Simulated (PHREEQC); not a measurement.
Acid mine or pickling water

Model water analysis in mg/L, 20 °C, pH 3.12, pe 11: Na 3720; K 3030; Ca 15.4; Mg 594; Cl 1100; S(6) as SO4 13100; N(5) as NO3 134; Al 52.5; Si as SiO2 7.98.

Valence states are taken as typed.

Equilibrium calculation in PHREEQC: ion-association model, phreeqc.dat.

The ionic strength comes out as 0.353 mol/kgw. The activity of water is 0.993, the specific conductance is 18800 µS/cm and the density comes out as 1.017 g/cm³. The total alkalinity is -3.01 meq/kg and the charge-balance error is -1.7 %.

```json
[
 {"species": "Na+", "molality": "0.149", "activity": "0.108", "log γ": "-0.139"},
 {"species": "SO4-2", "molality": "0.0943", "activity": "0.0225", "log γ": "-0.623"},
 {"species": "K+", "molality": "0.0697", "activity": "0.0468", "log γ": "-0.173"},
 {"species": "Cl-", "molality": "0.0317", "activity": "0.0214", "log γ": "-0.170"},
 {"species": "NaSO4-", "molality": "0.0165", "activity": "0.0118", "log γ": "-0.146"},
 {"species": "MgSO4", "molality": "0.0142", "activity": "0.0154", "log γ": "0.035"},
 {"species": "Mg+2", "molality": "0.0108", "activity": "0.00333", "log γ": "-0.510"},
 {"species": "KSO4-", "molality": "0.00947", "activity": "0.00676", "log γ": "-0.146"},
 {"species": "NO3-", "molality": "0.00221", "activity": "0.00143", "log γ": "-0.190"},
 {"species": "HSO4-", "molality": "0.00203", "activity": "0.00149", "log γ": "-0.135"},
 {"species": "AlSO4+", "molality": "0.00111", "activity": "0.000767", "log γ": "-0.160"},
 {"species": "H+", "molality": "0.000975", "activity": "0.000759", "log γ": "-0.109"},
 {"species": "Al(SO4)2-", "molality": "0.000769", "activity": "0.000532", "log γ": "-0.160"}
]
```

This is a speciation only: nothing precipitates in the calculation. Examples of supersaturated solids here: Quartz (slow to form). Others may be too.
